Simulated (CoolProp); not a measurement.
Properties of toluene at several states.

The numbers come from the reference Helmholtz-energy equation of state, Lemmon 2006 in CoolProp. It is a short technical equation, of lower accuracy than the large ones.

```json
[
 {"T (K)": "400.5", "p (MPa)": "0.034", "phase": "gas", "Z": "0.9886", "cp (kJ/(kg K))": "[?]", "cv (kJ/(kg K))": "1.433", "speed of sound (m/s)": "194.1", "viscosity (µPa s)": "9.23", "fugacity coefficient": "0.9888"},
 {"T (K)": "615.9", "p (MPa)": "0.219", "phase": "gas", "Z": "0.9828", "cp (kJ/(kg K))": "[?]", "cv (kJ/(kg K))": "2.084", "speed of sound (m/s)": "237.0", "viscosity (µPa s)": "14.1", "fugacity coefficient": "0.9830"},
 {"T (K)": "278.9", "p (MPa)": "0.0381", "phase": "liquid", "Z": "0.001720", "cp (kJ/(kg K))": "1.642", "cv (kJ/(kg K))": "1.207", "speed of sound (m/s)": "1386", "viscosity (µPa s)": "[?]", "fugacity coefficient": "0.03397"}
]
```

**Question.** Complete the blanks.

**Answer.** 
- 400.5, cp (kJ/(kg K)): 1.528
- 615.9, cp (kJ/(kg K)): 2.182
- 278.9, viscosity (µPa s): 709

Viscosity comes from a separate model (Avgeri 2015).
